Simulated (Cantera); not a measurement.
A perfectly stirred reactor is fed with 54.3 % NO, 45.7 % N2, at 51000 Pa; it is held at 1723 K, and followed from long to short residence time.

Cantera simulation using GRI-Mech 3.0 (53 species, 325 reactions); the numbers are that mechanism's predictions, not measurements.

x: mole fraction; the columns are a selection and need not sum to one.

| τ (s) | x NO | x NO2 | x O2 | x N2 | x O | x N2O |
|---|---|---|---|---|---|---|
| 1.2 | 0.506 | [?] | 0.0185 | 0.475 | 1.27e-5 | 9.80e-5 |
| 0.28 | 0.534 | [?] | 0.00458 | 0.461 | 8.37e-6 | 0.000108 |
| 0.064 | 0.541 | [?] | 0.000964 | 0.458 | 6.53e-6 | 0.000103 |
| 0.015 | 0.543 | [?] | 0.000152 | 0.457 | 5.12e-6 | 7.93e-5 |
| 0.0033 | 0.543 | [?] | 8.39e-6 | 0.457 | 2.76e-6 | 3.77e-5 |
| 0.00075 | 0.543 | [?] | 2.55e-7 | 0.457 | 1.23e-6 | 1.15e-5 |
| 0.00017 | 0.543 | [?] | 1.51e-8 | 0.457 | 7.25e-7 | 2.81e-6 |

What belongs in the gaps?


- 1.2, x NO2: 0.000347
- 0.28, x NO2: 0.000232
- 0.064, x NO2: 0.000177
- 0.015, x NO2: 0.000132
- 0.0033, x NO2: 5.61e-5
- 0.00075, x NO2: 1.24e-5
- 0.00017, x NO2: 2.22e-6
